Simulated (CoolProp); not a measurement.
A Linde-Hampson liquefier for carbon monoxide: isothermal reversible compression at 230 K from 1 atm to 10 MPa, throttling to 1 atm, return gas leaving the recuperator 0 K below the feed. Each further row changes one setting.

Values from CoolProp's reference Helmholtz-energy equation of state, Lemmon 2006. It is a short technical equation, of lower accuracy than the large ones.

| case | liquid yield per pass | compression work (kJ/kg of gas) |
|---|---|---|
| as stated | 0.110 | 305 |
| high pressure 20 MPa | 0.180 | 348 |
| warm-end temperature 260 K | 0.077 | 349 |
| warm-end gap 5 K | 0.097 | 305 |
